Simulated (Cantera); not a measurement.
A closed system holds: 1 mol CO, 0.051 mol CO2, 5.6 mol N2, equilibrated at 0.100 bar.

Equilibrium computed with Cantera from the NASA thermochemical tables; the gas is ideal and each condensed phase is pure. Candidate condensed phases: C; 24 gas species. Kinetics and transport are ignored. All values below are at 2825 K.

Base state: N2 0.839, CO 0.154, CO2 0.00374, O 0.00245, NO 0.00111, O2 0.000168, N 1.22e-5 (mole fractions); condensed: gas only.

Task: What changes in the equilibrium state with this change: CO2 from 0.051 to 0.039 mol?

Result: 
```tsv
species	before	after
N2	0.839	0.841
CO	0.154	0.153
CO2	0.00374	0.00289
O2	0.000168	0.000101
O	0.00245	0.00190
NO	0.00111	0.000863
```
